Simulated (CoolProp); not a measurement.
Water at 293.15 K and 0.276 MPa flows at 0.059 m/s in a round tube of 100 mm bore and 1.5 µm roughness, fully developed (64/Re and Nu = 3.66 if laminar; Colebrook and Gnielinski if turbulent). Each further row changes one setting.

The numbers come from the reference Helmholtz-energy equation of state, Wagner 2002 in CoolProp.

```csv
case,Reynolds number,Darcy friction factor,pressure drop (Pa/m),heat-transfer coefficient (W/(m² K)),mass flow (kg/h)
as stated,5880,0.0357,0.621,280,1670
velocity 0.118 m/s,11800,0.0296,2.06,546,3330
diameter 200 mm,11800,0.0296,0.257,273,6660
```

Viscosity comes from a separate model (Huber 2009). Thermal conductivity comes from a separate model (Huber 2012).
